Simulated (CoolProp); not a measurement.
Vapour-liquid equilibrium of diethyl ether (1) + n-hexane (2) at 7.85 bar; x and y are mole fractions of (1).

Model: multi-fluid Helmholtz-energy mixture model, Thol 2014 and Thol 2019; pair parameters Bell 2016, in CoolProp.

Task: Give the bubble temperature and the first vapour's composition at x = 0.35, 0.65, 0.95. Is there an azeotrope?

Result: x = 0.35: 131.0 °C, y = 0.528; x = 0.65: 119.0 °C, y = 0.786; x = 0.95: 109.6 °C, y = 0.974. No azeotrope shows between x = 0.05 and 0.95.

The pair parameters rest on a limited set of measurements; away from them the model extrapolates.
